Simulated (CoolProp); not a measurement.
Values from CoolProp's reference Helmholtz-energy equation of state, Lemmon 2005. It is a short technical equation, of lower accuracy than the large ones.

Q: For isobutene, give the phase and the cv (kJ/(kg K)) at 362.7 K and 0.06 MPa; 423.2 K and 0.06 MPa.

A: 
- 362.7 K and 0.06 MPa: gas; cv 1.70
- 423.2 K and 0.06 MPa: gas; cv 1.92
